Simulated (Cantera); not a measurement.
Feed: 1 mol Ta, 3.7 mol H2O, at 1950 °C and 10.0 mbar.

Equilibrium computed with Cantera from the NASA thermochemical tables; the gas is ideal and each condensed phase is pure. Candidate condensed phases: H2O, Ta, Ta2O5; 12 gas species. Kinetics and transport are ignored.

### Question
What is the equilibrium state?

### Answer
```json
{
 "x(H2)": "0.633",
 "x(H2O)": "0.312",
 "x(H)": "0.0510",
 "x(OH)": "0.00362",
 "x(TaO2)": "0.000244",
 "x(O)": "0.000202",
 "x(O2)": "4.18e-5",
 "n(Ta2O5(l))": "0.500 mol",
 "gas_amount": "3.806 mol",
 "log10 activity of Ta(s) (absent)": "-5.24"
}
```
